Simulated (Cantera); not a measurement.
Input: 1 mol SiH2Cl2, 1.2 mol C2H4, 9.7 mol H2, equilibrated at 13.3 mbar.

Cantera equilibrium calculation (NASA polynomials, part measured and part estimated; ideal gas, pure solids and liquids). Candidate condensed phases: C, C6H6, C7H8, C8H18, Si, SiC; 109 gas species. The tables' values for SiCl3 are old estimates; treat these amounts as uncertain. Equilibrium is a limit: real reactors are often held back by kinetics, nucleation or transport.

At 1173 K, list the 5 most abundant gas species with their mole fractions, and the condensed phases.

H2 0.859, HCl 0.140, SiCl4 0.000318, CH4 0.000191, SiCl2 7.41e-5. Condensed: C(graphite) + SiC(s).
